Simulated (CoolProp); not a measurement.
A closed Brayton cycle with carbon dioxide: compressor inlet 320.15 K and 8.9 MPa, high pressure 22.9 MPa, turbine inlet 765 K, compressor efficiency 0.8, turbine efficiency 0.93, recuperator effectiveness 0.9 (on enthalpy, no pinch check). Each further row changes one setting.

Model: reference Helmholtz-energy equation of state, Span 1996, in CoolProp.

```json
[
 {"case": "as stated", "thermal efficiency (%)": "31.6", "net work (kJ/kg)": "74.7", "compressor to turbine work": "0.37", "compressor exit (K)": "389.5", "turbine exit (K)": "653.2"},
 {"case": "turbine inlet 715 K", "thermal efficiency (%)": "[?]", "net work (kJ/kg)": "65.6", "compressor to turbine work": "0.40", "compressor exit (K)": "389.5", "turbine exit (K)": "[?]"},
 {"case": "compressor inlet 330.15 K", "thermal efficiency (%)": "30.1", "net work (kJ/kg)": "[?]", "compressor to turbine work": "0.44", "compressor exit (K)": "[?]", "turbine exit (K)": "653.2"},
 {"case": "high pressure 19.5 MPa", "thermal efficiency (%)": "[?]", "net work (kJ/kg)": "64.9", "compressor to turbine work": "[?]", "compressor exit (K)": "[?]", "turbine exit (K)": "671.8"},
 {"case": "recuperator effectiveness 0.5", "thermal efficiency (%)": "[?]", "net work (kJ/kg)": "74.7", "compressor to turbine work": "0.37", "compressor exit (K)": "389.5", "turbine exit (K)": "653.2"}
]
```

**Question.** Fill in the missing entries.

**Answer.** 
- turbine inlet 715 K, thermal efficiency (%): 29.6
- turbine inlet 715 K, turbine exit (K): 607.4
- compressor inlet 330.15 K, net work (kJ/kg): 65.8
- compressor inlet 330.15 K, compressor exit (K): 410.8
- high pressure 19.5 MPa, thermal efficiency (%): 30.4
- high pressure 19.5 MPa, compressor to turbine work: 0.35
- high pressure 19.5 MPa, compressor exit (K): 377.4
- recuperator effectiveness 0.5, thermal efficiency (%): 20.8
